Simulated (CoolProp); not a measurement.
Model: reference Helmholtz-energy equation of state, Lemmon and Jacobsen 2000, in CoolProp.

Task: Give the vapour pressure (MPa), liquid density (kg/m³), enthalpy of vaporisation (kJ/kg), liquid cp (kJ/(kg K)) of saturated R143a at 257.6, 267.7 K.

Result: 
```tsv
T (K)	p (MPa)	liquid density (kg/m³)	enthalpy of vaporisation (kJ/kg)	liquid cp (kJ/(kg K))
257.6	0.370	1070	202	1.43
267.7	0.521	1040	193	1.47
```
